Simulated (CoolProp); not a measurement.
Vapour-liquid equilibrium of propylene (1) + isobutane (2) at 335.4 K; x and y are mole fractions of (1).

Values from CoolProp's multi-fluid Helmholtz-energy mixture model, Lemmon 2013 and Bücker 2006; pair parameters Bell 2016.

```csv
x,bubble pressure (MPa),y at the bubble point,dew pressure at overall composition x (MPa),liquid density (mol/L)
0.05,1.008,0.116,0.9537,8.660
0.125,1.125,0.244,1.016,8.774
0.2,1.225,0.342,1.083,8.899
0.275,1.317,0.426,1.155,9.034
0.35,1.408,0.502,1.233,9.179
0.425,1.501,0.574,1.316,9.331
0.5,1.601,0.644,1.405,9.488
0.575,1.711,0.712,1.502,9.646
0.65,1.835,0.776,1.610,9.800
0.725,1.975,0.836,1.735,9.943
0.8,2.135,0.890,1.888,10.07
0.875,2.313,0.938,2.086,10.16
0.95,2.508,0.977,2.368,10.19
```

No azeotrope shows between x = 0.05 and 0.95.

The pair parameters rest on a limited set of measurements; away from them the model extrapolates. The gap from Raoult's law changes sign with composition, which may be real or a fault of the pair parameters; it wasn't checked against measurements.
